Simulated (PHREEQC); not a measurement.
Consider water at 20 °C with 0.0024 mol NH4HF2, 0.00029 mol (NH4)2SiF6, 6.8e-05 mol H3BO3 and 0.00013 mol H2SO4 per kg of water. Closed to the air; pH follows from the charge balance.

Model: ion-association model, phreeqc.dat, run in PHREEQC.

This is a speciation only: nothing precipitates in the calculation.

### Question
Order these S species by the share of S that they hold, largest first: HSO4-, SO4-2, NH4SO4-.

### Answer
SO4-2 (93 %), HSO4- (3.8 %), NH4SO4- (2.7 %)

The pH is 3.25 and the ionic strength 0.00398 mol/kgw. SiF6-2 is the database's only silicon fluoride. Real BF4- forms and hydrolyses slowly; the run takes it at equilibrium.
